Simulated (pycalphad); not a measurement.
Computed with pycalphad from the COST 507 light-alloy database (1999), at 1 atm. The database dates from 1999; later assessments differ in places, in temperatures and in the compounds included. Kinetics are ignored, which matters at the lower temperatures.

Molar enthalpy of Ti-0.38Hf-0.11B (at.%) in equilibrium (SER reference):

```
T (K)  H (kJ/mol)        phases
-----  ----------  ------------
2850       111.93        liquid
2730       106.38        liquid
2610       100.82        liquid
2490        95.27        liquid
2370        89.72        liquid
2250        84.17        liquid
2130        78.62        liquid
2010        73.07        liquid
1970        71.22        liquid
1890        53.97  bcc + liquid
1850        52.28           bcc
1810        50.84           bcc
1770        49.42           bcc
1650        45.29           bcc
1530        41.34           bcc
1410        37.55           bcc
1290        33.88           bcc
1170        30.32           bcc
1050        22.19           hcp
930         18.25      hcp + BM
810         14.45      hcp + BM
690         10.78      hcp + BM
570          7.25      hcp + BM
```

Cooling from 1970 K to 1850 K, across the freezing range, releases 18.9 kJ/mol, or 392 J/g. The slope is 46 J/(mol K) in the liquid and 36 J/(mol K) just below the solidus, where it includes any heat of precipitation. Liquidus 1938 K, solidus 1871 K. Changes were sought between steps of 40 K, so a narrower field can be missed.

Database names, with the compositions (at.%) that they take in these runs: BM: Ti 50 B 50.
